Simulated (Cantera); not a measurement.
What does this Cantera script print?

```python
import numpy as np
import cantera as ct

gas = ct.Solution("h2o2.yaml")
gas.TPX = 925, 510, {'H2': 0.03, 'O2': 1}
reactor = ct.IdealGasConstPressureReactor(gas, energy="off", clone=False)
net = ct.ReactorNet([reactor])
net.rtol, net.atol = 1e-08, 1e-18
show = ['H2', 'O2', 'O', 'H2O2', 'HO2', 'H']
times = np.geomspace(3e-06, 60, 10)

steps = ct.SolutionArray(gas, extra=["t"])
rows = []
print(f"{'t/s':>10s}{'T/K':>9s}{'P/Pa':>11s}" + "".join(f"{s:>11s}" for s in show))
for t in times:
    while net.time < t:
        t_next = net.step()
        steps.append(gas.state, t=t_next)
    rows.append([np.interp(t, steps.t, y) for y in (steps.T, steps.P, *steps(*show).X.T)])
    print(f"{t:10.3e}{rows[-1][0]:9.1f}{rows[-1][1]:11.4g}" + "".join(f"{x:11.3e}" for x in rows[-1][2:]))
rate = np.gradient(steps.T, steps.t)
print("integrator steps:", len(steps.t))
if steps.T.max() > steps.T[0] + 200:
    print(f"time of steepest temperature rise: {steps.t[rate.argmax()]:.4e} s")
gas.TPX = 925, 510, {'H2': 0.03, 'O2': 1}
gas.equilibrate("TP")
print(f"equilibrium (TP): T = {gas.T:.1f} K  " + "  ".join(f"{s} {gas[s].X[0]:.3e}" for s in show))
```

Output:

```
       t/s      T/K       P/Pa         H2         O2          O       H2O2        HO2          H
 3.000e-06    925.0        510  2.913e-02  9.709e-01  8.994e-17  2.327e-21  3.420e-14  3.411e-14
 1.942e-05    925.0        510  2.913e-02  9.709e-01  3.532e-15  9.239e-20  2.215e-13  2.179e-13
 1.258e-04    925.0        510  2.913e-02  9.709e-01  1.380e-13  3.841e-18  1.435e-12  1.305e-12
 8.143e-04    925.0        510  2.913e-02  9.709e-01  4.462e-12  1.613e-16  9.338e-12  6.702e-12
 5.273e-03    925.0        510  2.913e-02  9.709e-01  2.476e-10  6.958e-15  6.401e-11  1.278e-10
 3.414e-02    925.0        510  2.634e-02  9.689e-01  1.296e-03  1.381e-08  2.222e-06  7.926e-04
 2.210e-01    925.0        510  1.239e-04  9.663e-01  3.750e-03  1.879e-08  1.835e-06  6.561e-04
 1.431e+00    925.0        510  4.220e-06  9.703e-01  1.477e-04  1.305e-08  3.968e-07  4.605e-06
 9.267e+00    925.0        510  1.117e-07  9.704e-01  4.720e-06  4.184e-09  3.359e-08  2.658e-08
 6.000e+01    925.0        510  5.843e-09  9.704e-01  2.929e-07  9.258e-10  2.765e-09  4.119e-10
integrator steps: 1912
equilibrium (TP): T = 925.0 K  H2 3.304e-12  O2 9.704e-01  O 1.860e-10  H2O2 2.076e-12  HO2 1.166e-10  H 6.671e-15
```

Detailed kinetics in Cantera: the H2/O2 subset of GRI-Mech 3.0, which has no nitrogen chemistry. Radical loss at walls, strong at low pressure, is not modelled. Below about 950 K walls govern HO2 and H2O2 in real vessels.
